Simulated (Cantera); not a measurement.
Cantera run, input and output.

```python
import numpy as np
import cantera as ct

gas = ct.Solution("h2o2.yaml")
gas.TPX = 300, 11000, {'H2': 1, 'O2': 0.847, 'N2': 4.15, 'H2O': 1.1}
flame = ct.FreeFlame(gas, width=0.19)
flame.set_refine_criteria(ratio=3, slope=0.08, curve=0.16)
flame.transport_model = "mixture-averaged"
flame.solve(loglevel=0, auto=True)
z, T = flame.grid, flame.T
thick = (T[-1] - T[0]) / np.gradient(T, z).max()
show = ['H2', 'O2', 'H2O', 'OH', 'H2O2', 'O']
print(f"laminar burning velocity  {flame.velocity[0] * 100:.3f} cm/s")
print(f"burnt temperature         {T[-1]:.1f} K")
print(f"thermal thickness         {thick * 1e3:.4f} mm")
print(f"grid points               {len(z)}")
z0 = z[flame.heat_release_rate.argmax()]
print(f"{'z/mm':>9s}{'T/K':>9s}{'u/(m/s)':>9s}" + "".join(f"{s:>11s}" for s in show))
rows = []
for k in (-3, -2, -1.5, -1, -0.5, -0.25, 0, 0.25, 0.5, 1, 2, 4, 8):
    zz = z0 + k * thick
    rows.append([k * thick, np.interp(zz, z, T), np.interp(zz, z, flame.velocity),
                 *(np.interp(zz, z, flame.X[gas.species_index(s)]) for s in show)])
    print(f"{rows[-1][0] * 1e3:9.3f}{rows[-1][1]:9.1f}{rows[-1][2]:9.3f}" + "".join(f"{x:11.3e}" for x in rows[-1][3:]))
```

It prints:

```
laminar burning velocity  22.694 cm/s
burnt temperature         1327.8 K
thermal thickness         7.4976 mm
grid points               105
     z/mm      T/K  u/(m/s)         H2         O2        H2O         OH       H2O2          O
  -22.493    300.1    0.227  1.391e-01  1.196e-01  1.553e-01  2.079e-14  6.399e-09  1.382e-11
  -14.995    300.7    0.226  1.349e-01  1.202e-01  1.562e-01  4.146e-13  9.005e-08  1.280e-10
  -11.246    303.7    0.227  1.276e-01  1.211e-01  1.579e-01  1.222e-11  6.865e-07  6.714e-10
   -7.498    319.7    0.235  1.116e-01  1.227e-01  1.627e-01  5.841e-10  5.002e-06  5.372e-09
   -3.749    479.2    0.342  7.365e-02  1.182e-01  1.894e-01  1.216e-05  3.623e-05  2.177e-06
   -1.874    714.8    0.505  4.870e-02  1.044e-01  2.228e-01  1.284e-04  1.363e-05  6.716e-05
    0.000    946.8    0.667  2.612e-02  8.509e-02  2.598e-01  4.038e-04  1.576e-06  5.882e-04
    1.874   1099.6    0.774  1.149e-02  6.941e-02  2.863e-01  1.079e-03  1.425e-06  1.235e-03
    3.749   1184.6    0.833  5.573e-03  6.222e-02  2.983e-01  1.610e-03  1.612e-06  1.301e-03
    7.498   1260.4    0.886  2.548e-03  5.838e-02  3.058e-01  1.711e-03  1.153e-06  8.697e-04
   14.995   1305.0    0.916  1.017e-03  5.697e-02  3.098e-01  1.224e-03  5.782e-07  3.517e-04
   29.990   1321.8    0.927  2.779e-04  5.659e-02  3.116e-01  6.649e-04  2.408e-07  9.496e-05
   59.981   1326.4    0.930  6.311e-05  5.657e-02  3.121e-01  3.240e-04  8.603e-08  2.193e-05
```

Computed with Cantera and the H2/O2 subset of GRI-Mech 3.0, which has no nitrogen chemistry. Burning velocities carry a grid error of a few per cent, more on coarse grids. Lean hydrogen flames are cellular in practice and burn faster than this planar one.
